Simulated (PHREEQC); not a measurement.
1 kg of water holding 0.011 mol MgCl2, 0.075 mol KCl and 0.0088 mol MgSO4 is evaporated at 25 °C; the solids stay in contact with the brine. No CO2 enters from the air. The run lets Arcanite, Bischofite, Brucite, Carnallite, Epsomite, Hexahydrite, Kainite, Kieserite, Leonite, Misenite, Schoenite, Sylvite, MgCl2_4H2O precipitate or redissolve, and no other solid.

The series has 28 steps of water left (kg), from 1 to 0.004815.

Computed with PHREEQC (Pitzer model, pitzer.dat).

Q: Which solids form, in which order, and at which step of the series does each first stand?

A: Arcanite from water left = 0.02407 kg, last present at water left = 0.01099 kg; Sylvite from water left = 0.01627 kg; Schoenite from water left = 0.008786 kg, last present at water left = 0.005805 kg; Leonite from water left = 0.004815 kg.
